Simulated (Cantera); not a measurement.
# Ignition delay

Mixture: CH4 : CO : O2 : N2 = 1 : 0.35 : 1.09 : 5.44 (molar parts), equivalence ratio 2.0, at 1.01 bar, adiabatic and at constant pressure. Ignition delay is the time to a rise of 400 K.

Computed with Cantera and GRI-Mech 3.0 (53 species, 325 reactions).

```csv
T0 (K),delay (ms)
1423,5.36
1498,2.20
1573,0.987
1648,0.487
1723,0.263
```

```json
{
 "apparent activation energy between 1573 and 1723 K": "200 kJ/mol"
}
```
